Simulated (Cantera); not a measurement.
Feed: 1 mol Pb, 0.2 mol H₂, 0.25 mol N₂, equilibrated at 54.0 Pa.

These are equilibrium values from Cantera (NASA tables, ideal gas, pure condensed phases), not measurements of a reactor. Candidate condensed phases: Pb; 11 gas species. Kinetics and transport are ignored.

Task: Which condensed phases are stable at each of these points (T (K)): 725, 775, 825, 875, 925, 975, 1025, 1075, 1125, 1175, 1225, 1275, 1325, 1375?

Result: 
| T (K) | condensed phases | Pb condensed (%) |
|---|---|---|
| 725 | Pb(l) | 100.0 |
| 775 | Pb(l) | 100.0 |
| 825 | Pb(l) | 100.0 |
| 875 | Pb(l) | 99.9 |
| 925 | Pb(l) | 99.8 |
| 975 | Pb(l) | 99.2 |
| 1025 | Pb(l) | 97.6 |
| 1075 | Pb(l) | 92.6 |
| 1125 | Pb(l) | 75.7 |
| 1175 | gas only | 0.0 |
| 1225 | gas only | 0.0 |
| 1275 | gas only | 0.0 |
| 1325 | gas only | 0.0 |
| 1375 | gas only | 0.0 |

From 725 K to 1125 K the condensed part is Pb(l). From 1175 K to 1375 K nothing is condensed.
